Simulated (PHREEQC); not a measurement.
Consider water at 20 °C with 0.00025 mol CdCl2, 0.00077 mol CaCl2, 0.0047 mol NaF and 0.00076 mol NaCl per kg of water. Closed to the air; pH follows from the charge balance.

The numbers come from PHREEQC with the ion-association model, phreeqc.dat.

Question: The ionic strength comes out as 0.00842 mol/kgw. What activity coefficients do F-, Cd+2, Cl-, Ca+2, CdF+ get?

Answer: F- 0.91, Cd+2 0.68, Cl- 0.91, Ca+2 0.69, CdF+ 0.91.

No solid was allowed to form. Examples of supersaturated solids here: Fluorite. Others may be too. Species that the database lacks are ignored.
